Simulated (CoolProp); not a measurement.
Vapour pressure (MPa) of carbonyl sulfide: the reference equation beside estimates from Tc = 378.8 K, pc = 6.369 MPa, ω = 0.098.

Values from CoolProp's reference Helmholtz-energy equation of state, Lemmon 2006. It is a short technical equation, of lower accuracy than the large ones.

| T (K) | reference | Redlich-Kwong | Soave-Redlich-Kwong | Peng-Robinson |
|---|---|---|---|---|
| 202.8 | 0.03577 | 0.03539 | 0.03512 | 0.03696 |
| 209.2 | 0.05100 | 0.05167 | 0.05014 | 0.05233 |
| 215.7 | 0.07136 | 0.07373 | 0.07029 | 0.07280 |
| 222.1 | 0.09722 | 0.1020 | 0.09593 | 0.09871 |
| 228.6 | 0.1305 | 0.1387 | 0.1290 | 0.1319 |
| 235 | 0.1713 | 0.1838 | 0.1696 | 0.1726 |
| 241.4 | 0.2213 | 0.2392 | 0.2196 | 0.2224 |
| 247.9 | 0.2827 | 0.3074 | 0.2811 | 0.2836 |
| 254.3 | 0.3551 | 0.3876 | 0.3538 | 0.3557 |
| 260.7 | 0.4407 | 0.4821 | 0.4400 | 0.4409 |
| 267.2 | 0.5426 | 0.5943 | 0.5427 | 0.5424 |
| 273.6 | 0.6590 | 0.7220 | 0.6603 | 0.6586 |

Absolute difference from the reference over all 12 rows, mean and median: Redlich-Kwong 6.6 and 7.7 %, Soave-Redlich-Kwong 0.9 and 0.9 %, Peng-Robinson 1.0 and 0.6 %.
